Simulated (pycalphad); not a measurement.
CALPHAD calculation (pycalphad, COST 507 light-alloy database (1999)), 1 atm. These are 1990s assessments: newer ones move some temperatures and phases. Phase fractions are per mole of atoms. Diffusion is slow at the low end, where real alloys seldom reach equilibrium.

**Question.** Give the equilibrium state of Fe-61.5Si (at.%) at 1330 K.

**Answer.** 
```
T = 1330.00 K, P = 101325 Pa, N = 1 mol of atoms
G = -80908 J/mol, H = 4809 J/mol, S = 64.45 J/(mol K)  (SER reference)
chemical potentials (J/mol): Fe -131304, Si -49359
phase             fraction      x(Fe)      x(Si)
FESI2_H             0.5750     0.3000     0.7000
FESI                0.4250     0.5000     0.5000
```

**Question.** Give the equilibrium state of Fe-61.5Si (at.%) at 530 K.

**Answer.** FESI2_L, fraction 0.690, with 66.7 Si at.%; FESI, fraction 0.310, with 50.0 Si at.%.

Database names, with the compositions (at.%) that they take in these runs: FESI: Fe 50 Si 50; FESI2_H: Si 70 Fe 30; FESI2_L: Si 67 Fe 33.
